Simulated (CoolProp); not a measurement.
Vapour-liquid equilibrium of carbon dioxide (1) + R123 (2) at 233.3 K; x and y are mole fractions of (1).

Computed with CoolProp (multi-fluid Helmholtz-energy mixture model, Span 1996 and Younglove 1994; pair parameters Bell 2016).

```json
[
 {"x": "0.05", "bubble pressure (MPa)": "0.04165", "y at the bubble point": "0.916", "dew pressure at overall composition x (MPa)": "0.003801", "liquid density (mol/L)": "10.96"},
 {"x": "0.125", "bubble pressure (MPa)": "0.09585", "y at the bubble point": "0.965", "dew pressure at overall composition x (MPa)": "0.004126", "liquid density (mol/L)": "11.56"},
 {"x": "0.2", "bubble pressure (MPa)": "0.1498", "y at the bubble point": "0.979", "dew pressure at overall composition x (MPa)": "0.004512", "liquid density (mol/L)": "12.22"},
 {"x": "0.275", "bubble pressure (MPa)": "0.2061", "y at the bubble point": "0.986", "dew pressure at overall composition x (MPa)": "0.004978", "liquid density (mol/L)": "12.93"},
 {"x": "0.35", "bubble pressure (MPa)": "0.2668", "y at the bubble point": "0.990", "dew pressure at overall composition x (MPa)": "0.005550", "liquid density (mol/L)": "13.72"},
 {"x": "0.425", "bubble pressure (MPa)": "0.3333", "y at the bubble point": "0.993", "dew pressure at overall composition x (MPa)": "0.006271", "liquid density (mol/L)": "14.58"},
 {"x": "0.5", "bubble pressure (MPa)": "0.4065", "y at the bubble point": "0.995", "dew pressure at overall composition x (MPa)": "0.007207", "liquid density (mol/L)": "15.54"},
 {"x": "0.575", "bubble pressure (MPa)": "0.4866", "y at the bubble point": "0.996", "dew pressure at overall composition x (MPa)": "0.008470", "liquid density (mol/L)": "16.60"},
 {"x": "0.65", "bubble pressure (MPa)": "0.5733", "y at the bubble point": "0.997", "dew pressure at overall composition x (MPa)": "0.01027", "liquid density (mol/L)": "17.78"},
 {"x": "0.725", "bubble pressure (MPa)": "0.6653", "y at the bubble point": "0.998", "dew pressure at overall composition x (MPa)": "0.01304", "liquid density (mol/L)": "19.10"},
 {"x": "0.8", "bubble pressure (MPa)": "0.7605", "y at the bubble point": "0.999", "dew pressure at overall composition x (MPa)": "0.01787", "liquid density (mol/L)": "20.57"},
 {"x": "0.875", "bubble pressure (MPa)": "0.8563", "y at the bubble point": "0.999", "dew pressure at overall composition x (MPa)": "0.02834", "liquid density (mol/L)": "22.21"},
 {"x": "0.95", "bubble pressure (MPa)": "0.9500", "y at the bubble point": "1.000", "dew pressure at overall composition x (MPa)": "0.06840", "liquid density (mol/L)": "24.03"}
]
```

No azeotrope shows between x = 0.05 and 0.95.

The pair parameters rest on a limited set of measurements; away from them the model extrapolates.
